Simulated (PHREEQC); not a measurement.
# Brine

A solution holds 4.6 mol/kgw CaCl2 and 0.0094 mol/kgw H3BO3, at 3.5 °C. Closed to the air; pH follows from the charge balance.

Model: Pitzer model, pitzer.dat, run in PHREEQC.

Each row changes one thing in this solution. Precipitation was switched off in this run.

```
case                                            pH  ionic strength (mol/kgw)
--------------------------------------------  ----  ------------------------
as made                                       2.80                      13.8
temperature from 3.5 to 35 °C                    …                      13.8
CaCl2 from 4.6 to 4.14 mol/kgw                3.02                      12.4
CaCl2 replaced by MgCl2 at the same molality  2.38                      13.8
H3BO3 from 0.0094 to 0.0141 mol/kgw              …                      13.8
H3BO3 left out                                5.09                      13.8
CaCl2 left out                                5.63                         …
diluted 5-fold with water                        …                      2.76
```

### Question
Complete the blanks.

### Answer

- temperature from 3.5 to 35 °C, pH: 2.90
- H3BO3 from 0.0094 to 0.0141 mol/kgw, pH: 2.71
- CaCl2 left out, ionic strength (mol/kgw): 2.34e-6
- diluted 5-fold with water, pH: 5.11

In brines, pH and single-ion activities rest on the MacInnes convention. At this temperature some constants are extrapolated from 25 °C, and those without enthalpy data are left unchanged.
